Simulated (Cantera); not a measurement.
A Cantera script and what it prints.

```python
import numpy as np
import cantera as ct

gas_names = """
    F F2 H HF H2 H2F2 H3F3 H4F4 H5F5 H6F6 H7F7 Si SiF SiF2 SiF3 SiF4 SiH SiHF3 SiH2 SiH2F2 SiH3 SiH3F
    SiH4 Si2 Si3
""".split()
cond_names = """
    Si(cr) Si(L)
""".split()


def load(file, names, dense=False):
    # The tables refer to 1 bar. Condensed volumes are neglected.
    table = {s.name: s for s in ct.Species.list_from_file(file)}
    out = []
    for n in names:
        d = dict(table[n].input_data)
        d["thermo"] = dict(d["thermo"], **{"reference-pressure": 1e5})
        if dense:
            d["equation-of-state"] = {"model": "constant-volume", "density": "1e6 g/cm^3"}
        out.append(ct.Species.from_dict(d))
    return out


gas = ct.Solution(thermo="ideal-gas", species=load("nasa_gas.yaml", gas_names))
cond = {s.name: ct.Solution(thermo="fixed-stoichiometry", species=[s], name=s.name)
        for s in load("nasa_condensed.yaml", cond_names, dense=True)}
atoms = {
    'Si': {'Si': 1},
    'HF': {'H': 1, 'F': 1},
}
top_T = {}  # K; cautious upper limits of use, not melting points


def equilibrate(T, P, feed):
    n = {}
    for name, mol in feed.items():
        for a, k in atoms[name].items():
            n[a] = n.get(a, 0.0) + k * mol
    gas.TPX = T, P, n
    mass = sum(n.values()) * gas.mean_molecular_weight
    gas.equilibrate("TP")
    valid = [c for c in cond.values() if c.min_temp <= T <= top_T.get(c.name, c.max_temp)]
    mix = ct.Mixture([(gas, mass / gas.mean_molecular_weight)] + [(c, 0.0) for c in valid])
    mix.T, mix.P = T, P
    mix.equilibrate("TP", solver="vcs", rtol=1e-11, max_steps=5000)
    return mix


results = []
T = 475  # K
P = 33  # Pa
for m in [1.2, 1.7, 2.4, 3.4, 4.7, 6.6, 9.4, 13, 19]:
    feed = {'Si': 1, 'HF': m}  # mol
    mix = equilibrate(T, P, feed)
    results.append((T, P, feed, dict(zip(mix.species_names, mix.species_moles))))

top = {s: max(r[3][s] / sum(r[3][g] for g in gas_names) for r in results) for s in gas_names}
cols = sorted((s for s in top if top[s] > 1e-05), key=lambda s: -top[s])[:7]
seen = [c for c in cond_names if any(r[3].get(c, 0) > 1e-12 for r in results)]
print("log10 of partial pressures in bar; condensed amounts in mol")
print(f"{'n(HF)':>10s}" + "".join(f"{s[:9]:>10s}" for s in cols + seen))
for T, P, feed, n in results:
    ng = sum(n[g] for g in gas_names)
    print(f"{feed['HF']:10.4g}" + "".join(f"{np.log10(max(n[s] / ng * P / 1e5, 1e-99)):10.3f}" for s in cols)
          + "".join(f"{n.get(c, 0):10.4g}" for c in seen))
```

Output:

```
log10 of partial pressures in bar; condensed amounts in mol
     n(HF)        HF        H2      SiF4     SiHF3    Si(cr)
       1.2   -15.027    -3.658    -3.960    -6.244    0.6996
       1.7   -15.027    -3.658    -3.960    -6.244    0.5744
       2.4   -15.027    -3.658    -3.960    -6.244    0.3992
       3.4   -15.027    -3.658    -3.960    -6.244    0.1489
       4.7    -4.205    -3.749    -4.050   -17.247         0
       6.6    -3.815    -3.929    -4.230   -17.997         0
       9.4    -3.673    -4.105    -4.406   -18.490         0
        13    -3.606    -4.260    -4.561   -18.867         0
        19    -3.561    -4.436    -4.737   -19.265         0
```

These are equilibrium values from Cantera (NASA tables, ideal gas, pure condensed phases), not measurements of a reactor.
